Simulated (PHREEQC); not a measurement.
Dissolve 11 mmol/kgw NH4HF2 at 25 °C. Closed to the air; pH follows from the charge balance.

Model: ion-association model, phreeqc.dat, run in PHREEQC.

Precipitation was switched off in this run.

Question: What pH, specific conductance does the model give?

Answer: pH 3.19; specific conductance 1560 µS/cm.

Question: In which forms is F present?

Answer: F- 51 %, HF 45 %, HF2- 3.9 % of the F.

Complexes and solids missing from the database can't appear.
